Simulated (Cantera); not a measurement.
A freely propagating, adiabatic, planar premixed flame of 38.7 % H2, 12.9 % O2, 48.4 % N2, unburnt at 648 K and 160000 Pa; mixture-averaged transport, grid criteria slope 0.08 and curve 0.16, no radiation.

Computed with Cantera and the H2/O2 subset of GRI-Mech 3.0, which has no nitrogen chemistry. Burning velocities carry a grid error of a few per cent, more on coarse grids.

x: mole fraction of selected species; z is measured from the peak of heat release.

```tsv
z (mm)	T (K)	u (m/s)	x H2	x O2	x H2O	x O	x H2O2	x H
-0.766	648	10.6	0.387	0.129	<1e-8	<1e-8	<1e-8	<1e-8
-0.511	648	10.6	0.387	0.129	<1e-8	<1e-8	<1e-8	<1e-8
-0.383	648	10.6	0.387	0.129	<1e-8	<1e-8	<1e-8	<1e-8
-0.255	648	10.6	0.387	0.129	7.48e-8	<1e-8	<1e-8	8.00e-8
-0.128	665	10.8	0.384	0.129	0.000725	1.10e-5	[?]	0.000270
-0.0639	872	13.9	0.351	0.123	0.0192	0.000419	[?]	0.00835
0	1309	20.2	0.241	0.0812	0.109	0.00488	[?]	0.0496
0.0639	1619	24.7	0.144	0.0249	0.214	0.00742	[?]	0.0829
0.128	1760	26.6	0.123	0.00910	0.244	0.00652	[?]	0.0838
0.255	1902	28.5	0.124	0.00493	0.255	0.00530	[?]	0.0713
0.511	2051	30.4	0.129	0.00337	0.262	0.00382	[?]	0.0554
1.02	2190	32.1	0.134	0.00206	0.270	0.00237	[?]	0.0405
2.04	2309	33.6	0.138	0.00109	0.278	0.00126	[?]	0.0278
```

Q: Some entries are withheld; supply them.

A: 
- -0.128, x H2O2: 2.77e-6
- -0.0639, x H2O2: 1.25e-5
- 0, x H2O2: 4.69e-6
- 0.0639, x H2O2: 2.30e-6
- 0.128, x H2O2: 1.43e-6
- 0.255, x H2O2: 8.10e-7
- 0.511, x H2O2: 4.39e-7
- 1.02, x H2O2: 2.49e-7
- 2.04, x H2O2: 1.48e-7
